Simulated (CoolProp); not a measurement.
Saturation properties of decamethyltetrasiloxane (MD2M).

The numbers come from the reference Helmholtz-energy equation of state, Thol 2017 in CoolProp.

```csv
T (K),p (MPa),liquid density (kg/m³),enthalpy of vaporisation (kJ/kg),liquid cp (kJ/(kg K)),surface tension (mN/m)
333.9,0.0006165,(withheld),176.8,1.812,14.5
337.1,0.0007436,809.8,175.6,1.820,(withheld)
340.3,(withheld),806.6,174.5,1.828,14.0
343.5,0.001067,803.3,173.4,1.835,13.7
346.7,0.001270,800.1,172.2,1.843,13.5
350,0.001512,796.8,171.1,1.851,13.2
353.2,0.001784,793.6,(withheld),1.858,13.0
356.4,0.002097,790.3,168.9,1.866,12.8
359.6,0.002455,787.1,167.7,(withheld),12.5
362.8,0.002864,783.8,166.6,1.881,12.3
366.1,0.003344,780.4,165.5,1.888,12.1
369.3,0.003873,777.1,164.4,1.896,11.8
372.5,0.004470,773.8,163.3,1.903,11.6
375.7,0.005142,770.5,162.2,1.910,11.4
```

Task: Complete the blanks.

Result: 
- 333.9, liquid density (kg/m³): 813.0
- 337.1, surface tension (mN/m): 14.2
- 340.3, p (MPa): 0.0008928
- 353.2, enthalpy of vaporisation (kJ/kg): 170.0
- 359.6, liquid cp (kJ/(kg K)): 1.873

It boils at 467.6 K under 1 atm.

Surface tension comes from a separate correlation (Mulero 2014), older than this fluid's equation and unchecked against measurements.
